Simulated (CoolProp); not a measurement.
Model: reference Helmholtz-energy equation of state, Lemmon 2006, in CoolProp. It is a short technical equation, of lower accuracy than the large ones.

Problem. For acetone, give the phase and the Z, expansivity (1/kK), fugacity coefficient at 493.5 K and 6.4 MPa.

Solution. 
- 493.5 K and 6.4 MPa: liquid; Z 0.181, expansivity 5.53, fugacity coefficient 0.424
